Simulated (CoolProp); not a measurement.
A Linde-Hampson liquefier for carbon monoxide: isothermal reversible compression at 250 K from 1 atm to 10 MPa, throttling to 1 atm, return gas leaving the recuperator 0 K below the feed. Each further row changes one setting.

The numbers come from the reference Helmholtz-energy equation of state, Lemmon 2006 in CoolProp. It is a short technical equation, of lower accuracy than the large ones.

```
case                        liquid yield per pass  compression work (kJ/kg of gas)
--------------------------  ---------------------  -------------------------------
as stated                                   0.086                              335
high pressure 20 MPa                   (withheld)                       (withheld)
warm-end temperature 280 K                  0.062                       (withheld)
warm-end gap 5 K                       (withheld)                              335
```

Fill in the missing entries.


- high pressure 20 MPa, liquid yield per pass: 0.143
- high pressure 20 MPa, compression work (kJ/kg of gas): 384
- warm-end temperature 280 K, compression work (kJ/kg of gas): 379
- warm-end gap 5 K, liquid yield per pass: 0.074
